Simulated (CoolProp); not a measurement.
A simple Rankine cycle with toluene: condensing at 301.15 K, boiler at 1.2 MPa, turbine inlet 506 K, turbine efficiency 0.9, pump efficiency 0.8, no recuperator. Each further row changes one setting.

Model: reference Helmholtz-energy equation of state, Lemmon 2006, in CoolProp. It is a short technical equation, of lower accuracy than the large ones.

```tsv
case	thermal efficiency (%)	net work (kJ/kg)	heat in (kJ/kg)	turbine exit temperature (K)	volume ratio over the turbine
as stated	26.7	183	687	373.3	255
turbine inlet 526 K	26.6	194	730	395.0	249
condensing temperature 293.15 K	27.9	195	701	364.7	(withheld)
boiler pressure 0.84 MPa	25.5	178	(withheld)	385.7	168
turbine efficiency 0.8	23.7	163	687	387.5	(withheld)
```

Q: Complete the blanks.

A: 
- condensing temperature 293.15 K, volume ratio over the turbine: 379
- boiler pressure 0.84 MPa, heat in (kJ/kg): 700
- turbine efficiency 0.8, volume ratio over the turbine: 265
